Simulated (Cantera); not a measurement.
**Cu + CO + N₂ (metals in furnace atmospheres)**

Input: 1 mol Cu, 3.9 mol CO, a varied amount of N₂, equilibrated at 13.3 mbar.

These are equilibrium values from Cantera (NASA tables, ideal gas, pure condensed phases), not measurements of a reactor. Candidate condensed phases: C, Cu, CuO, Cu₂O; 27 gas species. Equilibrium is a limit: real reactors are often held back by kinetics, nucleation or transport.

Stable condensed phases:

```
T in K \ n(N₂) in mol
         2.7  12  21  30  39  48  57  66  75
   1800    A   A   B   B   B   B   B   B   B
   1750    A   A   A   A   A   B   B   B   B
   1700    A   A   A   A   A   A   A   A   A
   1650    A   A   A   A   A   A   A   A   A
   1600    A   A   A   A   A   A   A   A   A
   1550    A   A   A   A   A   A   A   A   A
   1500    A   A   A   A   A   A   A   A   A
   1450    A   A   A   A   A   A   A   A   A
   1400    A   A   A   A   A   A   A   A   A
   1350    A   A   A   A   A   A   A   A   A
   1300    A   A   A   A   A   A   A   A   A
   1250    A   A   A   A   A   A   A   A   A
```

A: Cu; B: gas only.
